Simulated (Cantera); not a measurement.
A closed system holds: 1 mol Si, 1.2 mol HCl, 2.5 mol N₂, equilibrated at 698 K and 6.30 Pa.

These are equilibrium values from Cantera (NASA tables, ideal gas, pure condensed phases), not measurements of a reactor. Candidate condensed phases: NH₄Cl, Si, Si₃N₄; 28 gas species. N₂ is the only nitrogen source here; it is nearly inert below about 1500 K, so the nitride shown seldom forms there in practice. Rates play no part.

Problem. What is the equilibrium state?

Solution. 
```json
{
 "x(N₂)": "0.641",
 "x(HCl)": "0.233",
 "x(H₂)": "0.0841",
 "x(SiCl₄)": "0.0420",
 "x(SiHCl₃)": "3.00e-6",
 "n(Si₃N₄(s))": "0.291 mol",
 "gas_amount": "2.991 mol",
 "log10 activity of Si(s) (absent)": "-9.89"
}
```
